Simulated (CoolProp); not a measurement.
Vapour-liquid equilibrium of CH2F2 (R32) (1) + fluoroethane (R161) (2) at -77.95 °C; x and y are mole fractions of (1).

The numbers come from the multi-fluid Helmholtz-energy mixture model, Tillner-Roth 1997 and Wu 2012; pair parameters Bell 2016 in CoolProp.

```
x     bubble pressure (kPa)  y at the bubble point  dew pressure at overall composition x (kPa)  liquid density (mol/L)
----  ---------------------  ---------------------  -------------------------------------------  ----------------------
0.05                  11.05                  0.132                                        10.43                   18.38
0.15                  12.71                  0.318                                        11.19                   18.87
0.25                  14.11                  0.449                                        12.06                   19.39
0.35                  15.33                  0.550                                        13.03                   19.94
0.45                  16.43                  0.635                                        14.12                   20.53
0.55                  17.45                  0.710                                        15.33                   21.16
0.65                  18.40                  0.779                                        16.63                   21.84
0.75                  19.32                  0.844                                        18.00                   22.56
0.85                  20.21                  0.907                                        19.40                   23.35
0.95                  21.07                  0.969                                        20.80                   24.21
```

No azeotrope shows between x = 0.05 and 0.95.

Pair parameters are fitted to limited data, so mixtures are less certain than the pure fluids.
